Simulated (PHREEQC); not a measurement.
Metal-bearing waste water

Dissolve 0.061 mol ZnSO4, 0.00013 mol Na2HAsO4, 0.058 mol HCl and 0.0011 mol NaCl per kg of water at 3.5 °C. Closed to the air; pH follows from the charge balance.

Computed with PHREEQC (ion-association model, wateq4f.dat).

Precipitation was switched off in this run.

Question: Predict the pH, ionic strength.

Answer: pH 1.49; ionic strength 0.187 mol/kgw.

Question: In which forms is As present?

Answer: H3AsO4 79 %, H2AsO4- 21 % of the As.

Constants without temperature data keep their 25 °C values here. The database has no arsenate complexes of Zn.
